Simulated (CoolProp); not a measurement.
Saturation properties of dimethyl ether.

Values from CoolProp's reference Helmholtz-energy equation of state, Wu 2011.

| T (K) | p (kPa) | enthalpy of vaporisation (kJ/kg) | liquid cp (kJ/(kg K)) | surface tension (mN/m) | liquid viscosity (µPa s) | vapour viscosity (µPa s) |
|---|---|---|---|---|---|---|
| 305.4 | [?] | 389.3 | 2.477 | 10.3 | 120 | 9.55 |
| 311.7 | 856.7 | 379.1 | 2.518 | 9.46 | 114 | 9.75 |
| 318.1 | 1010 | [?] | 2.564 | 8.61 | 108 | [?] |
| 324.4 | 1179 | 357.1 | 2.615 | 7.79 | 102 | 10.2 |
| 330.8 | 1372 | 345.1 | 2.675 | 6.97 | 96.9 | 10.4 |
| 337.1 | 1583 | 332.5 | 2.743 | 6.18 | 91.6 | 10.7 |
| 343.4 | [?] | 319.0 | [?] | 5.42 | 86.3 | [?] |
| 349.8 | 2081 | 304.3 | [?] | [?] | 81.1 | 11.3 |
| 356.1 | 2367 | 288.5 | 3.046 | 3.94 | 76.0 | 11.7 |

Question: Some entries are withheld; supply them.

Answer: 
- 305.4, p (kPa): 723.6
- 318.1, enthalpy of vaporisation (kJ/kg): 368.3
- 318.1, vapour viscosity (µPa s): 9.97
- 343.4, p (kPa): 1817
- 343.4, liquid cp (kJ/(kg K)): 2.824
- 343.4, vapour viscosity (µPa s): 11.0
- 349.8, liquid cp (kJ/(kg K)): 2.923
- 349.8, surface tension (mN/m): 4.66

It boils at 248.4 K under 1 atm.

Viscosity comes from a separate model (Meng 2012). Surface tension comes from a separate correlation (Mulero 2012).
